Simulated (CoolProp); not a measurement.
Vapour pressure (bar) of carbon dioxide: the reference equation beside estimates from Tc = 31.0 °C, pc = 73.77 bar, ω = 0.224. Clausius-Clapeyron is anchored at -48.55 °C with a constant enthalpy of vaporisation of 14.84 kJ/mol.

Model: reference Helmholtz-energy equation of state, Span 1996, in CoolProp.

| T (°C) | reference | Lee-Kesler | Clausius-Clapeyron | van der Waals | Soave-Redlich-Kwong | Peng-Robinson |
|---|---|---|---|---|---|---|
| -48.55 | 7.234 | 7.242 | 7.234 | 19.33 | 7.244 | 7.185 |
| -42.55 | 9.134 | 9.137 | 8.897 | 21.96 | 9.151 | 9.059 |
| -36.55 | 11.38 | 11.38 | 10.83 | 24.82 | 11.41 | 11.28 |
| -30.55 | 14.02 | 14.00 | 13.05 | 27.91 | 14.07 | 13.89 |
| -24.65 | 17.02 | 16.98 | 15.54 | 31.16 | 17.10 | 16.88 |
| -18.65 | 20.53 | 20.47 | 18.41 | 34.71 | 20.65 | 20.38 |
| -12.65 | 24.54 | 24.45 | 21.64 | 38.50 | 24.71 | 24.40 |
| -6.65 | 29.10 | 28.99 | 25.25 | 42.54 | 29.33 | 28.98 |
| -0.75 | 34.16 | 34.02 | 29.19 | 46.76 | 34.46 | 34.08 |
| 5.25 | 39.95 | 39.79 | 33.62 | 51.30 | 40.31 | 39.92 |
| 11.25 | 46.43 | 46.28 | 38.49 | 56.10 | 46.85 | 46.48 |
| 17.25 | 53.69 | 53.57 | 43.82 | 61.17 | 54.13 | 53.80 |
| 23.15 | 61.65 | 61.61 | 49.52 | 66.41 | 62.04 | 61.81 |

Absolute difference from the reference over all 13 rows, mean and median: Lee-Kesler 0.2 and 0.2 %, Clausius-Clapeyron 11.1 and 11.8 %, van der Waals 68.3 and 56.9 %, Soave-Redlich-Kwong 0.6 and 0.6 %, Peng-Robinson 0.5 and 0.6 %.
